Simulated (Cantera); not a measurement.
A perfectly stirred reactor is fed with CH₄ : O₂ : N₂ = 1 : 2.44 : 9.17 (molar parts), equivalence ratio 0.82, at 1.01 bar; it is adiabatic with a 373 K inlet, and is followed from long to short residence time, starting on the burning branch (τ in s: 0.068, 0.035, 0.018, 0.0096, 0.005, 0.0026, 0.0014, 0.00071, 0.00037, 0.00019, 0.0001, 5.3e-05, 2.8e-05).

Model: GRI-Mech 3.0 (53 species, 325 reactions), integrated in Cantera.

**Question.** What does this change do: pressure from 1.01 bar to 0.750 bar?

**Answer.** 
```
quantity                                                                       before                                 after
------------------------------------------------  -----------------------------------  ------------------------------------
blow-out, bracketed by the residence times tried  burning at 0.100 ms, out at 53.0 µs  burning at 0.190 ms, out at 0.100 ms
x(CH₄) at τ = 68.0 ms                                                         6.42e-6                               7.29e-6
x(O₂) at τ = 68.0 ms                                                           0.0351                                0.0353
x(H) at τ = 68.0 ms                                                          0.000128                              0.000192
x(N₂O) at τ = 68.0 ms                                                         2.56e-7                               2.19e-7
x(NO) at τ = 68.0 ms                                                         0.000305                              0.000286
x(CH₄) at τ = 1.40 ms                                                         1.00e-4                              0.000115
x(O₂) at τ = 1.40 ms                                                           0.0400                                0.0412
x(H) at τ = 1.40 ms                                                           0.00214                               0.00317
x(N₂O) at τ = 1.40 ms                                                         2.41e-7                               1.66e-7
x(NO) at τ = 1.40 ms                                                          5.67e-5                               4.81e-5
```

**Question.** What does this change do: 0.42 parts H2O added?

**Answer.** 
```tsv
quantity	before	after
blow-out, bracketed by the residence times tried	burning at 0.100 ms, out at 53.0 µs	burning at 0.190 ms, out at 0.100 ms
x(CH₄) at τ = 68.0 ms	6.42e-6	7.61e-6
x(O₂) at τ = 68.0 ms	0.0351	0.0339
x(H) at τ = 68.0 ms	0.000128	0.000100
x(N₂O) at τ = 68.0 ms	2.56e-7	2.38e-7
x(NO) at τ = 68.0 ms	0.000305	0.000158
x(CH₄) at τ = 1.40 ms	1.00e-4	0.000115
x(O₂) at τ = 1.40 ms	0.0400	0.0386
x(H) at τ = 1.40 ms	0.00214	0.00189
x(N₂O) at τ = 1.40 ms	2.41e-7	2.34e-7
x(NO) at τ = 1.40 ms	5.67e-5	4.22e-5
```
